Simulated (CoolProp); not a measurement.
Properties of octamethylcyclotetrasiloxane (D4) along the isobar 43.3 bar (Tc = 586.5 K, pc = 13.47 bar, ω = 0.598).

Computed with CoolProp (reference Helmholtz-energy equation of state, Thol 2015).

```csv
T (K),phase,density (kg/m³),Joule-Thomson coefficient (K/MPa),isothermal compressibility (1/MPa),expansivity (1/kK),fugacity coefficient
357.4,liquid,891.3,-0.3491,0.002274,1.254,0.001641
373.1,liquid,873.6,-0.3286,0.002597,1.290,0.003203
388.8,liquid,855.9,-0.3062,0.002977,1.332,0.005808
404.4,liquid,838.0,-0.2819,0.003424,1.378,0.009847
420.1,liquid,819.7,-0.2549,0.003962,1.431,0.01584
435.8,liquid,801.1,-0.2247,0.004608,1.492,0.02427
451.5,liquid,782.1,-0.1907,0.005394,1.561,0.03562
467.1,liquid,762.9,-0.1520,0.006352,1.641,0.05021
482.8,liquid,742.9,-0.1067,0.007550,1.735,0.06856
498.5,liquid,722.4,-0.05321,0.009059,1.845,0.09083
514.1,liquid,701.2,0.01068,0.01098,1.976,0.1169
529.8,liquid,678.9,0.08932,0.01349,2.134,0.1472
545.5,liquid,655.6,0.1873,0.01683,2.326,0.1811
```
